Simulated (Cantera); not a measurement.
Thermodynamics of silicon nitride deposition, feed Si₂Cl₆ + N₂ + H₂

A closed system holds: 1 mol Si₂Cl₆, 4.6 mol N₂, 3.4 mol H₂, at 6.90 mbar.

Equilibrium computed with Cantera from the NASA thermochemical tables; the gas is ideal and each condensed phase is pure. Candidate condensed phases: NH₄Cl, Si, Si₃N₄; 28 gas species. The feed counts by its element totals alone. N₂ is the only nitrogen source here; it is nearly inert below about 1500 K, so the nitride shown seldom forms there in practice. The tables' values for SiCl₃, SiCl, SiN are old estimates; treat these amounts as uncertain. Kinetics and transport are ignored.

```csv
T (°C),x N₂,x HCl,x H₂,x SiCl₂,x SiCl₄,x SiCl₃,x H,n Si₃N₄(s)
652,0.393,0.354,0.183,2.90e-7,0.0701,2.26e-5,1.34e-9,0.446
802,0.387,0.382,0.168,4.59e-5,0.0622,0.000425,7.23e-8,0.468
952,0.383,0.399,0.158,0.00199,0.0537,0.00368,1.49e-6,0.476
1102,0.385,0.380,0.157,0.0301,0.0318,0.0144,1.63e-5,0.415
1252,0.402,0.273,0.187,0.119,0.00442,0.0133,0.000123,0.185
1402,0.419,0.176,0.221,0.177,0.000296,0.00502,0.000657,0
1552,0.418,0.179,0.218,0.178,5.67e-5,0.00256,0.00248,0
1702,0.414,0.181,0.212,0.174,1.40e-5,0.00143,0.00759,0
```
x: gas mole fraction; n: condensed amount in mol.

From 652 °C to 1252 °C the condensed part is Si₃N₄(s). From 1402 °C to 1702 °C nothing is condensed. The main Si-bearing gas is SiCl₄ at 652 °C and SiCl₂ at 1702 °C.
